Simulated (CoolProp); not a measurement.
Properties of the fluoroketone C6F12O (FK-5-1-12) along the isotherm 226.85 °C.

Computed with CoolProp (reference Helmholtz-energy equation of state, McLinden 2015).

```tsv
p (bar)	phase	speed of sound (m/s)	Joule-Thomson coefficient (K/MPa)	isothermal compressibility (1/MPa)	expansivity (1/kK)
7.19	gas	106.8	6.181	1.526	2.806
14.4	gas	96.58	7.050	0.8597	4.127
21.6	supercritical	85.94	8.018	0.6668	6.406
28.8	supercritical	77.37	8.475	0.5741	10.00
35.9	supercritical	76.42	7.323	0.4445	12.95
43.1	supercritical	88.81	4.775	0.2566	11.16
50.3	supercritical	106.6	3.070	0.1497	8.549
57.5	supercritical	124.1	2.140	0.09881	6.843
64.7	supercritical	140.2	1.586	0.07158	5.736
71.9	supercritical	155.0	1.225	0.05523	4.972
79.1	supercritical	168.7	0.9721	0.04454	4.416
86.3	supercritical	181.4	0.7861	0.03710	3.993
93.5	supercritical	193.3	0.6438	0.03167	3.660
```
